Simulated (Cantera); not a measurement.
Input: 1 mol Si, 0.57 mol H2, at 0.133 bar.

Equilibrium computed with Cantera from the NASA thermochemical tables; the gas is ideal and each condensed phase is pure. Candidate condensed phases: Si; 9 gas species. Gases not in the tables: Si2H6 and higher silanes. Equilibrium is a limit: real reactors are often held back by kinetics, nucleation or transport.

Q: Which condensed phases are stable at each of these points (T (°C)): 227, 327, 427, 527, 627, 727, 827, 927, 1027, 1127, 1227, 1327, 1427?

A: 
| T (°C) | condensed phases | Si condensed (%) |
|---|---|---|
| 227 | Si(s) | 100.0 |
| 327 | Si(s) | 100.0 |
| 427 | Si(s) | 100.0 |
| 527 | Si(s) | 100.0 |
| 627 | Si(s) | 100.0 |
| 727 | Si(s) | 100.0 |
| 827 | Si(s) | 100.0 |
| 927 | Si(s) | 100.0 |
| 1027 | Si(s) | 100.0 |
| 1127 | Si(s) | 100.0 |
| 1227 | Si(s) | 100.0 |
| 1327 | Si(s) | 100.0 |
| 1427 | Si(l) | 100.0 |

From 227 °C to 1327 °C the condensed part is Si(s). At 1427 °C the condensed part is Si(l).
